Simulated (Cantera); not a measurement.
Cantera with NASA thermochemical tables; ideal gases at 1 bar, condensed phases pure. Values are per mole of reaction as written; species without (g) are pure solids or liquids, kept so even where they would boil at 1 bar.

Fe2Cl6(g) = 2 FeCl2 + Cl2(g)

| T (K) | ΔH° (kJ) | ΔS° (J/K) | ΔG° (kJ) | log10 K | condensed phases |
|---|---|---|---|---|---|
| 300 | -29.3 | -77.9 | -5.9 | 1.03 | FeCl2(s) |
| 1173 | 84.6 | 49.4 | 26.7 | -1.19 | FeCl2(l) |
| 1223 | 87.6 | 51.8 | 24.2 | -1.03 | FeCl2(l) |
| 1273 | 90.6 | 54.2 | 21.6 | -0.88 | FeCl2(l) |
| 1323 | 93.6 | 56.5 | 18.8 | -0.74 | FeCl2(l) |
| 1373 | 96.6 | 58.7 | 15.9 | -0.61 | FeCl2(l) |
| 1423 | (withheld) | (withheld) | (withheld) | (withheld) | FeCl2(l) |
| 1473 | 102.5 | 62.9 | 9.8 | -0.35 | FeCl2(l) |
| 1523 | 105.5 | 64.9 | 6.6 | -0.23 | FeCl2(l) |
| 1573 | 108.5 | 66.8 | 3.3 | -0.11 | FeCl2(l) |
| 1623 | (withheld) | (withheld) | (withheld) | (withheld) | FeCl2(l) |

### Question
Some entries are withheld; supply them.

### Answer

- 1423, ΔH° (kJ): 99.5
- 1423, ΔS° (J/K): 60.9
- 1423, ΔG° (kJ): 12.9
- 1423, log10 K: -0.47
- 1623, ΔH° (kJ): 111.5
- 1623, ΔS° (J/K): 68.7
- 1623, ΔG° (kJ): -0.1
- 1623, log10 K: 0.00
